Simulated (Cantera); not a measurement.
Input: 1 mol SiH4, 1.1 mol O2, 0.5 mol H2, held at 0.133 bar.

These are equilibrium values from Cantera (NASA tables, ideal gas, pure condensed phases), not measurements of a reactor. Candidate condensed phases: H2O, Si, SiO2; 18 gas species. The numbers say what is thermodynamically allowed, not how fast it happens. All values below are at 975 K.

Base state: H2 0.920, H2O 0.0800 (mole fractions); condensed: SiO2(β-quartz).

Problem. What changes in the equilibrium state with this change: 0.05 mol CO2 added?

Solution. 
```json
[
 {"species": "H2", "before": "0.920", "after": "0.885"},
 {"species": "H2O", "before": "0.0800", "after": "0.0954"},
 {"species": "CO", "before": "0", "after": "0.0166"},
 {"species": "CO2", "before": "0", "after": "0.00286"},
 {"species": "CH4", "before": "0", "after": "0.000162"},
 {"species": "SiO2(β-quartz), mol", "before": "1.00", "after": "1.00"}
]
```
Further candidate phases: C, C6H6, C7H8, C8H18, SiC.
